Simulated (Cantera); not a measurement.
An isothermal, constant-pressure homogeneous reactor starts with 65.8 % N2O, 34.2 % H2O, at 1398 K and 39.0 Torr.

Detailed kinetics in Cantera: GRI-Mech 3.0 (53 species, 325 reactions). GRI-Mech 3.0 was tuned for natural gas; its chemistry of N2O as a main component is partial and can be far from experiment. The mechanism lacks the step 2 NO + O2 → 2 NO2, which can matter for NO2 below about 1400 K. The temperature is held fixed by assumption; the heat of reaction is taken as removed at once.

### Question
Predict: x(N2O) at 20.0 s; x(H2O) at 20.0 s; x(NO2) at 20.0 s; x(HO2) at 20.0 s; x(N2) at 20.0 s; x(NO) at 20.0 s.

### Answer
```json
{
  "x(N2O) at 20.0 s": "3.94e-7 (gas-phase equilibrium 7.11e-9)",
  "x(H2O) at 20.0 s": "0.257 (gas-phase equilibrium 0.257)",
  "x(NO2) at 20.0 s": "9.93e-5 (gas-phase equilibrium 1.14e-6)",
  "x(HO2) at 20.0 s": "7.02e-8 (gas-phase equilibrium 7.70e-8)",
  "x(N2) at 20.0 s": "0.466 (gas-phase equilibrium 0.495)",
  "x(NO) at 20.0 s": "0.0572 (gas-phase equilibrium 0.000619)"
}
```
